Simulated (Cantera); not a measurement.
**Hydrocarbon pyrolysis for carbon deposition**

An isothermal, constant-pressure homogeneous reactor starts with C2H6 : N2 = 0.58 : 33 (molar parts), at 1850 K and 0.132 atm.

Computed with Cantera and GRI-Mech 3.0 (53 species, 325 reactions). GRI-Mech 3.0 stops at C3 and has no aromatics, soot or wall deposition, so with more carbon than oxygen in the feed, carbon stays in small species such as C2H2 where larger ones or solid carbon would form.

```
t (s)       x C2H6       x H  x C2H2    x H2    x C2H
--------  --------  --------  ------  ------  -------
0.000300   1.95e-5  0.000879  0.0123  0.0251  4.64e-6
0.000675   4.73e-6  0.000538  0.0146  0.0284  2.97e-6
0.00152    1.69e-6  0.000363  0.0154  0.0297  2.02e-6
0.00342    6.79e-7  0.000264  0.0157  0.0305  1.46e-6
0.00770    3.04e-7  0.000215  0.0159  0.0311  1.18e-6
0.0173     1.47e-7  0.000205  0.0161  0.0317  1.12e-6
0.0390     5.92e-8  0.000219  0.0163  0.0323  1.19e-6
0.0877     1.60e-8  0.000239  0.0165  0.0328  1.29e-6
0.197      3.05e-9  0.000255  0.0166  0.0331  1.38e-6
0.444     4.71e-10  0.000265  0.0166  0.0332  1.43e-6
1.00      6.08e-11  0.000269  0.0166  0.0332  1.45e-6
```
x: mole fraction; the columns are a selection and need not sum to one.

Equilibrium at this temperature and pressure: C2H6 <1e-12, H 0.000271, C2H2 0.00223, H2 0.0332, C2H 1.95e-7 (gas phase only).
